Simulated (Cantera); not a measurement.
A Cantera script and its output.

```python
import numpy as np
import cantera as ct

gas = ct.Solution("h2o2.yaml")
gas.TPX = 1075, 2666, {'H2': 0.044, 'O2': 1, 'N2': 2.6}
reactor = ct.IdealGasConstPressureReactor(gas, energy="off", clone=False)
net = ct.ReactorNet([reactor])
net.rtol, net.atol = 1e-08, 1e-18
show = ['H2', 'O2', 'O', 'HO2', 'H', 'H2O']
times = np.geomspace(3e-06, 20, 15)

steps = ct.SolutionArray(gas, extra=["t"])
rows = []
print(f"{'t/s':>10s}{'T/K':>9s}{'P/Pa':>11s}" + "".join(f"{s:>11s}" for s in show))
for t in times:
    while net.time < t:
        t_next = net.step()
        steps.append(gas.state, t=t_next)
    rows.append([np.interp(t, steps.t, y) for y in (steps.T, steps.P, *steps(*show).X.T)])
    print(f"{t:10.3e}{rows[-1][0]:9.1f}{rows[-1][1]:11.4g}" + "".join(f"{x:11.3e}" for x in rows[-1][2:]))
rate = np.gradient(steps.T, steps.t)
print("integrator steps:", len(steps.t))
if steps.T.max() > steps.T[0] + 200:
    print(f"time of steepest temperature rise: {steps.t[rate.argmax()]:.4e} s")
gas.TPX = 1075, 2666, {'H2': 0.044, 'O2': 1, 'N2': 2.6}
gas.equilibrate("TP")
print(f"equilibrium (TP): T = {gas.T:.1f} K  " + "  ".join(f"{s} {gas[s].X[0]:.3e}" for s in show))
```

Result:

```
       t/s      T/K       P/Pa         H2         O2          O        HO2          H        H2O
 3.000e-06   1075.0       2666  1.207e-02  2.744e-01  1.343e-14  1.299e-12  1.285e-12  8.490e-17
 9.216e-06   1075.0       2666  1.207e-02  2.744e-01  1.248e-13  3.991e-12  3.865e-12  2.302e-15
 2.831e-05   1075.0       2666  1.207e-02  2.744e-01  1.118e-12  1.227e-11  1.118e-11  6.242e-14
 8.697e-05   1075.0       2666  1.207e-02  2.744e-01  9.257e-12  3.779e-11  2.979e-11  1.539e-12
 2.672e-04   1075.0       2666  1.207e-02  2.744e-01  6.872e-11  1.168e-10  7.741e-11  3.162e-11
 8.208e-04   1075.0       2666  1.207e-02  2.744e-01  6.107e-10  3.673e-10  3.501e-10  6.176e-10
 2.521e-03   1075.0       2666  1.207e-02  2.744e-01  3.148e-08  1.815e-09  1.513e-08  4.625e-08
 7.746e-03   1075.0       2666  9.127e-03  2.723e-01  1.339e-03  2.542e-06  8.027e-04  2.237e-03
 2.380e-02   1075.0       2666  1.398e-04  2.673e-01  4.156e-03  2.052e-06  9.414e-04  1.128e-02
 7.310e-02   1075.0       2666  3.779e-05  2.692e-01  1.171e-03  1.311e-06  1.332e-04  1.192e-02
 2.246e-01   1075.0       2666  5.459e-06  2.699e-01  1.752e-04  5.129e-07  7.559e-06  1.210e-02
 6.899e-01   1075.0       2666  6.446e-07  2.700e-01  2.199e-05  1.277e-07  3.375e-07  1.213e-02
 2.119e+00   1075.0       2666  8.974e-08  2.700e-01  3.277e-06  2.660e-08  1.952e-08  1.214e-02
 6.510e+00   1075.0       2666  1.648e-08  2.700e-01  6.378e-07  5.965e-09  1.677e-09  1.215e-02
 2.000e+01   1075.0       2666  3.816e-09  2.700e-01  1.534e-07  1.580e-09  1.976e-10  1.215e-02
integrator steps: 1727
equilibrium (TP): T = 1075.0 K  H2 1.010e-10  O2 2.700e-01  O 4.202e-09  HO2 4.834e-10  H 9.092e-13  H2O 1.215e-02
```

Model: the H2/O2 subset of GRI-Mech 3.0, which has no nitrogen chemistry, integrated in Cantera. Radical loss at walls, strong at low pressure, is not modelled.
